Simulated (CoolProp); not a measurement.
n-pentane at 401.44 K and 0.406 MPa is throttled through a valve to 0.0537 MPa with no heat exchange. Each further row changes one setting.

The numbers come from the reference Helmholtz-energy equation of state, Thol 2019 in CoolProp.

| case | temperature change (K) | final density (kg/m³) |
|---|---|---|
| as stated | ? | 1.19 |
| outlet pressure 0.0161 MPa | ? | 0.354 |
| outlet pressure 0.0698 MPa | -4.6 | ? |

**Question.** What belongs in the gaps?

**Answer.** 
- as stated, temperature change (K): -4.8
- outlet pressure 0.0161 MPa, temperature change (K): -5.3
- outlet pressure 0.0698 MPa, final density (kg/m³): 1.55
